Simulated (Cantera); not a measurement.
Feed: 1 mol BN, 1.2 mol O₂, 65 mol H₂, held at 10.0 Torr.

Cantera equilibrium calculation (NASA polynomials, part measured and part estimated; ideal gas, pure solids and liquids). Candidate condensed phases: B, BN, B₂O₃, B₃O₃H₃, H₂O; 39 gas species. Gases not in the tables: H₃BO₃. The numbers say what is thermodynamically allowed, not how fast it happens.

Question: Which condensed phases are stable at each of these points (T (°C)): 502, 602, 702, 802, 902, 1002, 1102, 1202, 1302, 1402, 1502, 1602, 1702?

Answer: 
```tsv
T (°C)	condensed phases	B condensed (%)
502	B₂O₃(l)	99.6
602	B₂O₃(l)	99.8
702	B₂O₃(l)	99.8
802	B₂O₃(l)	99.2
902	B₂O₃(l)	96.1
1002	B₂O₃(l)	85.3
1102	B₂O₃(l)	55.7
1202	gas only	0.0
1302	gas only	0.0
1402	gas only	0.0
1502	gas only	0.0
1602	gas only	0.0
1702	gas only	0.0
```

From 502 °C to 1102 °C the condensed part is B₂O₃(l). From 1202 °C to 1702 °C nothing is condensed.
